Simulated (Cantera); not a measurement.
Input: 1 mol HI, 0.053 mol H₂O, 14 mol H₂, equilibrated at 44.0 bar.

Method: chemical equilibrium by Gibbs-energy minimisation in Cantera with the NASA 1993 tables (ideal gas, pure condensed phases). Candidate condensed phases: H₂O, I₂; 12 gas species. The ideal-gas law is rough above about 30 bar. Kinetics and transport are ignored.

x: gas mole fraction; nothing condenses.

```json
[
 {"T (°C)": "602", "x H₂": "0.930", "x HI": "0.0661", "x I": "2.54e-5", "x H₂O": "0.00352", "x H": "7.29e-12", "x I₂": "[?]", "x OH": "<1e-12"},
 {"T (°C)": "802", "x H₂": "0.930", "x HI": "0.0658", "x I": "0.000214", "x H₂O": "0.00352", "x H": "2.13e-9", "x I₂": "[?]", "x OH": "<1e-12"},
 {"T (°C)": "1002", "x H₂": "0.930", "x HI": "0.0650", "x I": "0.000926", "x H₂O": "0.00352", "x H": "1.07e-7", "x I₂": "[?]", "x OH": "4.72e-12"},
 {"T (°C)": "1202", "x H₂": "0.930", "x HI": "0.0632", "x I": "0.00265", "x H₂O": "0.00352", "x H": "1.89e-6", "x I₂": "0.000253", "x OH": "1.87e-10"},
 {"T (°C)": "1402", "x H₂": "0.930", "x HI": "0.0600", "x I": "0.00576", "x H₂O": "0.00351", "x H": "1.69e-5", "x I₂": "0.000261", "x OH": "3.08e-9"},
 {"T (°C)": "1602", "x H₂": "0.931", "x HI": "0.0554", "x I": "0.0102", "x H₂O": "0.00350", "x H": "9.53e-5", "x I₂": "0.000249", "x OH": "2.80e-8"},
 {"T (°C)": "1802", "x H₂": "0.930", "x HI": "0.0499", "x I": "0.0156", "x H₂O": "0.00349", "x H": "0.000387", "x I₂": "[?]", "x OH": "1.66e-7"},
 {"T (°C)": "2002", "x H₂": "0.930", "x HI": "0.0440", "x I": "0.0213", "x H₂O": "0.00348", "x H": "0.00123", "x I₂": "[?]", "x OH": "7.19e-7"},
 {"T (°C)": "2202", "x H₂": "0.928", "x HI": "0.0383", "x I": "0.0269", "x H₂O": "0.00347", "x H": "0.00327", "x I₂": "[?]", "x OH": "2.46e-6"}
]
```

### Question
Some entries are withheld; supply them.

### Answer

- 602, x I₂: 0.000129
- 802, x I₂: 0.000180
- 1002, x I₂: 0.000224
- 1802, x I₂: 0.000221
- 2002, x I₂: 0.000186
- 2202, x I₂: 0.000150
